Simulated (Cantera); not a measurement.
What does this Cantera script print?

```python
import numpy as np
import cantera as ct

gas_names = """
    H HO2 H2 H2O H2O2 O OH O2 O3 V VO VO2
""".split()
cond_names = """
    H2O(s) H2O(L) V(cr) V(L) VO(s) VO(L) V2O3(s) V2O3(L) V2O4(I) V2O4(II) V2O4(L) V2O5(s) V2O5(L)
""".split()


# ... load() reads the species with a 1 bar reference pressure and builds the phases ...
atoms = {
    'V2O5': {'V': 2, 'O': 5},
    'H2': {'H': 2},
    'H2O': {'H': 2, 'O': 1},
}
top_T = {}  # K; cautious upper limits of use, not melting points


# ... equilibrate(T, P, feed) seeds the gas with the atoms and calls Mixture.equilibrate('TP', solver="vcs", rtol=1e-11, max_steps=5000) ...
results = []
feed = {'V2O5': 1, 'H2': 59, 'H2O': 0.094}  # mol
T = 1748.15  # K
P = 100000  # Pa
mix = equilibrate(T, P, feed)
results.append((T, P, feed, dict(zip(mix.species_names, mix.species_moles))))
x = sorted(zip(gas.X, gas.species_names), reverse=True)
print(f"T = {T:g} K  P = {P:g} Pa  gas = {mix.phase_moles(0):.4g} mol")
print("   x: " + "  ".join(f"{s} {v:.3e}" for v, s in x if v > 0.0001))
print("   condensed (mol): " + ("  ".join(f"{mix.phase(i).name} {mix.phase_moles(i):.4g}"
      for i in range(1, mix.n_phases) if mix.phase_moles(i) > 1e-12) or "none"))
```

It prints:

```
T = 1748.15 K  P = 100000 Pa  gas = 59.1 mol
   x: H2 9.643e-01  H2O 3.543e-02  H 2.247e-04
   condensed (mol): V2O3(s) 1
```

Method: chemical equilibrium by Gibbs-energy minimisation in Cantera with the NASA 1993 tables (ideal gas, pure condensed phases). Condensed phases not in the tables: the oxides between V2O3 and V2O5 other than VO2.
